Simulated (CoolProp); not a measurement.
Saturated liquid density (kg/m³) of cis-2-butene: the reference equation beside estimates from Tc = 162.6 °C, pc = 42.36 bar, ω = 0.202.

Values from CoolProp's reference Helmholtz-energy equation of state, Lemmon 2005. It is a short technical equation, of lower accuracy than the large ones.

```json
[
 {"T (°C)": "-57.25", "reference": "705.5", "van der Waals": "431.2", "Peng-Robinson": "730.2"},
 {"T (°C)": "-52.25", "reference": "700.3", "van der Waals": "…", "Peng-Robinson": "725.9"},
 {"T (°C)": "-47.15", "reference": "695.0", "van der Waals": "425.5", "Peng-Robinson": "…"},
 {"T (°C)": "-42.15", "reference": "689.8", "van der Waals": "422.7", "Peng-Robinson": "716.9"},
 {"T (°C)": "-37.15", "reference": "684.5", "van der Waals": "419.8", "Peng-Robinson": "712.3"},
 {"T (°C)": "-32.05", "reference": "679.1", "van der Waals": "416.8", "Peng-Robinson": "707.5"},
 {"T (°C)": "-27.05", "reference": "673.8", "van der Waals": "413.8", "Peng-Robinson": "702.6"},
 {"T (°C)": "-22.05", "reference": "668.4", "van der Waals": "410.8", "Peng-Robinson": "697.6"},
 {"T (°C)": "-16.95", "reference": "662.9", "van der Waals": "407.7", "Peng-Robinson": "…"},
 {"T (°C)": "-11.95", "reference": "…", "van der Waals": "404.5", "Peng-Robinson": "687.1"},
 {"T (°C)": "-6.95", "reference": "652.0", "van der Waals": "401.3", "Peng-Robinson": "681.6"},
 {"T (°C)": "-1.85", "reference": "646.3", "van der Waals": "398.0", "Peng-Robinson": "675.9"},
 {"T (°C)": "3.15", "reference": "…", "van der Waals": "394.7", "Peng-Robinson": "670.2"},
 {"T (°C)": "8.15", "reference": "…", "van der Waals": "391.3", "Peng-Robinson": "664.2"},
 {"T (°C)": "13.15", "reference": "629.3", "van der Waals": "387.9", "Peng-Robinson": "658.1"}
]
```

Task: Some entries are withheld; supply them.

Result: 
- -52.25, van der Waals: 428.4
- -47.15, Peng-Robinson: 721.5
- -16.95, Peng-Robinson: 692.4
- -11.95, reference: 657.5
- 3.15, reference: 640.7
- 8.15, reference: 635.1

Absolute difference from the reference over all 15 rows, mean and median: van der Waals 38.6 and 38.5 %, Peng-Robinson 4.2 and 4.4 %.
